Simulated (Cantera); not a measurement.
Charge: 1 mol BaCl2, 0.82 mol HCl, 2.9 mol H2, equilibrated at 9.00 Torr.

Method: chemical equilibrium by Gibbs-energy minimisation in Cantera with the NASA 1993 tables (ideal gas, pure condensed phases). Candidate condensed phases: Ba, BaCl2; 8 gas species. Kinetics and transport are ignored.

**Question.** At 1800 K, list the 4 most abundant gas species with their mole fractions, and the condensed phases.

**Answer.** H2 0.612, BaCl2 0.211, HCl 0.173, H 0.00256. Condensed: gas only.
